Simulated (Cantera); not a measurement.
Standard-state values (1 bar) from the NASA 1993 polynomials, evaluated with Cantera. Values are per mole of reaction as written; species without (g) are pure solids or liquids, kept so even where they would boil at 1 bar.

Problem. Between 623 and 1373 K, where is each reaction favourable under standard conditions?
- Fe + 2 Cl(g) = FeCl2(g)

Solution. 
- Fe + 2 Cl(g) = FeCl2(g): ΔG° is -345 kJ at 623 K and -286 kJ at 1373 K; it stays negative (K > 1). ΔH° is -407 kJ and ΔS° -88 J/K at 1373 K.
